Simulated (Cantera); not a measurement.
A Cantera script and what it prints.

```python
import numpy as np
import cantera as ct

gas_names = [...]  # 58 gases of nasa_gas.yaml made of F, H, N, O, Si
cond_names = """
    H2O(s) H2O(L) Si(cr) Si(L) SiO2(Lqz) SiO2(hqz) SiO2(L) Si2N2O(s) Si3N4(a)
""".split()


# ... load() reads the species with a 1 bar reference pressure and builds the phases ...
atoms = {
    'SiO2': {'Si': 1, 'O': 2},
    'HF': {'H': 1, 'F': 1},
    'N2': {'N': 2},
}
top_T = {'Si2N2O(s)': 2100, 'Si3N4(a)': 2400}  # K; cautious upper limits of use, not melting points


# ... equilibrate(T, P, feed) seeds the gas with the atoms and calls Mixture.equilibrate('TP', solver="vcs", rtol=1e-11, max_steps=5000) ...
results = []
T = 1875  # K
P = 3.2  # Pa
for m in [3.3, 4.1, 5.1, 6.3, 7.8, 9.6, 12, 15, 18, 23, 28]:
    feed = {'SiO2': 1, 'HF': m, 'N2': 4.9}  # mol
    mix = equilibrate(T, P, feed)
    results.append((T, P, feed, dict(zip(mix.species_names, mix.species_moles))))

top = {s: max(r[3][s] / sum(r[3][g] for g in gas_names) for r in results) for s in gas_names}
cols = sorted((s for s in top if top[s] > 1e-06), key=lambda s: -top[s])[:9]
seen = [c for c in cond_names if any(r[3].get(c, 0) > 1e-12 for r in results)]
print("log10 of partial pressures in bar; condensed amounts in mol")
print(f"{'n(HF)':>10s}" + "".join(f"{s[:9]:>10s}" for s in cols + seen))
for T, P, feed, n in results:
    ng = sum(n[g] for g in gas_names)
    print(f"{feed['HF']:10.4g}" + "".join(f"{np.log10(max(n[s] / ng * P / 1e5, 1e-99)):10.3f}" for s in cols)
          + "".join(f"{n.get(c, 0):10.4g}" for c in seen))
```

It prints:

```
log10 of partial pressures in bar; condensed amounts in mol
     n(HF)        HF        N2       SiO        O2         O       H2O      SiF4         H        OH   SiO2(L)
       3.3    -4.927    -4.748    -5.893    -6.268    -6.753    -7.213    -7.313    -7.211    -7.476    0.6278
       4.1    -4.874    -4.788    -5.894    -6.267    -6.752    -7.138    -7.247    -7.174    -7.439    0.5894
       5.1    -4.825    -4.834    -5.894    -6.266    -6.752    -7.070    -7.188    -7.140    -7.404    0.5414
       6.3    -4.782    -4.883    -5.895    -6.265    -6.751    -7.011    -7.136    -7.111    -7.375    0.4837
       7.8    -4.744    -4.937    -5.896    -6.264    -6.751    -6.958    -7.089    -7.085    -7.348    0.4115
       9.6    -4.711    -4.995    -5.896    -6.263    -6.750    -6.913    -7.049    -7.063    -7.325    0.3249
        12    -4.681    -5.061    -5.897    -6.261    -6.749    -6.871    -7.011    -7.042    -7.304    0.2094
        15    -4.655    -5.132    -5.897    -6.260    -6.749    -6.835    -6.979    -7.025    -7.286   0.06489
        18    -4.635    -5.191    -5.931    -6.294    -6.766    -6.825    -6.967    -7.011    -7.289         0
        23    -4.608    -5.272    -6.019    -6.384    -6.811    -6.837    -6.971    -6.995    -7.318         0
        28    -4.591    -5.341    -6.095    -6.460    -6.849    -6.855    -6.980    -6.984    -7.345         0
```

These are equilibrium values from Cantera (NASA tables, ideal gas, pure condensed phases), not measurements of a reactor. The tables' values for SiO2, SiF3, SiF2 are old estimates; treat these amounts as uncertain. The tables hold silica as quartz up to 1696 K and as liquid above; real silica turns to tridymite and cristobalite and melts near 1996 K.
